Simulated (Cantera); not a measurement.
## Hydrocarbon pyrolysis for carbon deposition

An isothermal, constant-pressure homogeneous reactor starts with 4.16 % CH4, 95.7 % H2, 0.125 % N2, at 1800 K and 0.113 Torr.

Computed with Cantera and GRI-Mech 3.0 (53 species, 325 reactions). GRI-Mech 3.0 stops at C3 and has no aromatics, soot or wall deposition, so with more carbon than oxygen in the feed, carbon stays in small species such as C2H2 where larger ones or solid carbon would form. Radical loss at walls, strong at low pressure, is not modelled.

| t (s) | x CH4 | x H2 | x H | x C2H6 | x C2H4 |
|---|---|---|---|---|---|
| 0.000200 | 0.0416 | 0.957 | 1.16e-7 | <1e-12 | <1e-12 |
| 0.000597 | 0.0416 | 0.957 | 3.48e-7 | <1e-12 | <1e-12 |
| 0.00178 | 0.0416 | 0.957 | 1.05e-6 | <1e-12 | <1e-12 |
| 0.00532 | 0.0416 | 0.957 | 3.21e-6 | <1e-12 | 5.42e-12 |
| 0.0159 | 0.0416 | 0.957 | 9.70e-6 | 2.84e-11 | 1.99e-10 |
| 0.0474 | 0.0416 | 0.957 | 2.91e-5 | 5.47e-10 | 5.96e-9 |
| 0.141 | 0.0415 | 0.957 | 8.70e-5 | 6.78e-9 | 1.59e-7 |
| 0.422 | 0.0414 | 0.957 | 0.000260 | 6.30e-8 | 3.63e-6 |
| 1.26 | 0.0407 | 0.957 | 0.000785 | 4.60e-7 | 4.89e-5 |
| 3.76 | 0.0354 | 0.957 | 0.00213 | 1.59e-6 | 0.000156 |
| 11.2 | 0.0181 | 0.966 | 0.00319 | 6.74e-7 | 6.34e-5 |
| 33.5 | 0.00507 | 0.972 | 0.00431 | 7.21e-8 | 7.54e-6 |
| 100 | 0.000830 | 0.972 | 0.00659 | 2.78e-9 | 6.34e-7 |
x: mole fraction; the columns are a selection and need not sum to one.

Equilibrium at this temperature and pressure: CH4 1.10e-6, H2 0.950, H 0.0287, C2H6 <1e-12, C2H4 6.25e-8 (gas phase only).
